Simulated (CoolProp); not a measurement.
Vapour-liquid equilibrium of C2F6 (R116) (1) + R143a (2) at -4.65 °C; x and y are mole fractions of (1).

Model: multi-fluid Helmholtz-energy mixture model, Lemmon 2006 and Lemmon and Jacobsen 2000; pair parameters Bell 2016, in CoolProp.

| x | bubble pressure (bar) | y at the bubble point | dew pressure at overall composition x (bar) | liquid density (mol/L) |
|---|---|---|---|---|
| 0.05 | 6.622 | 0.203 | 5.618 | 12.13 |
| 0.125 | 8.296 | 0.382 | 6.072 | 11.77 |
| 0.2 | 9.701 | 0.490 | 6.599 | 11.42 |
| 0.275 | 10.87 | 0.563 | 7.215 | 11.07 |
| 0.35 | 11.86 | 0.617 | 7.944 | 10.73 |
| 0.425 | 12.69 | 0.661 | 8.813 | 10.39 |
| 0.5 | 13.40 | 0.699 | 9.853 | 10.07 |
| 0.575 | 14.04 | 0.734 | 11.08 | 9.762 |
| 0.65 | 14.61 | 0.769 | 12.48 | 9.473 |
| 0.725 | 15.12 | 0.807 | 13.88 | 9.208 |
| 0.8 | 15.58 | 0.848 | 15.04 | 8.973 |
| 0.875 | 15.95 | 0.897 | 15.80 | 8.774 |
| 0.95 | 16.20 | 0.954 | 16.19 | 8.614 |

No azeotrope shows between x = 0.05 and 0.95.

The pair parameters rest on a limited set of measurements; away from them the model extrapolates.
